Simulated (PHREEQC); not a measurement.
Consider water at 25 °C with 3.9 mmol/kgw NH3, 16 mmol/kgw K2SiO3 and 0.15 mmol/kgw K2CO3. Closed to the air; pH follows from the charge balance.

All values are PHREEQC results (ion-association model, phreeqc.dat), not measurements.

Each row changes one thing in this solution. Precipitation was switched off in this run.

```json
[
 {"case": "as made", "pH": "12.07", "ionic strength (mol/kgw)": "0.0343", "CO3-2 (mol/kgw)": "0.000148", "NH4+ (mol/kgw)": "7.06e-6", "HCO3- (mol/kgw)": "1.64e-6"},
 {"case": "temperature from 25 to 50 °C", "pH": "…", "ionic strength (mol/kgw)": "0.0339", "CO3-2 (mol/kgw)": "0.000144", "NH4+ (mol/kgw)": "7.40e-6", "HCO3- (mol/kgw)": "5.79e-6"},
 {"case": "temperature from 25 to 90 °C", "pH": "…", "ionic strength (mol/kgw)": "0.0334", "CO3-2 (mol/kgw)": "0.000121", "NH4+ (mol/kgw)": "6.27e-6", "HCO3- (mol/kgw)": "2.93e-5"},
 {"case": "K2SiO3 from 0.016 to 0.0016 mol/kgw", "pH": "11.20", "ionic strength (mol/kgw)": "0.00370", "CO3-2 (mol/kgw)": "0.000135", "NH4+ (mol/kgw)": "4.60e-5", "HCO3- (mol/kgw)": "1.51e-5"},
 {"case": "diluted 5-fold with water", "pH": "11.46", "ionic strength (mol/kgw)": "0.00657", "CO3-2 (mol/kgw)": "2.84e-5", "NH4+ (mol/kgw)": "5.14e-6", "HCO3- (mol/kgw)": "1.63e-6"},
 {"case": "K2SiO3 left out", "pH": "10.45", "ionic strength (mol/kgw)": "0.000622", "CO3-2 (mol/kgw)": "8.87e-5", "NH4+ (mol/kgw)": "0.000234", "HCO3- (mol/kgw)": "6.13e-5"},
 {"case": "NH3 from 0.0039 to 0.00039 mol/kgw", "pH": "12.07", "ionic strength (mol/kgw)": "0.0343", "CO3-2 (mol/kgw)": "0.000148", "NH4+ (mol/kgw)": "7.06e-7", "HCO3- (mol/kgw)": "1.64e-6"}
]
```

### Question
Some entries are withheld; supply them.

### Answer

- temperature from 25 to 50 °C, pH: 11.35
- temperature from 25 to 90 °C, pH: 10.51

At this temperature some constants are extrapolated from 25 °C, and those without enthalpy data are left unchanged.
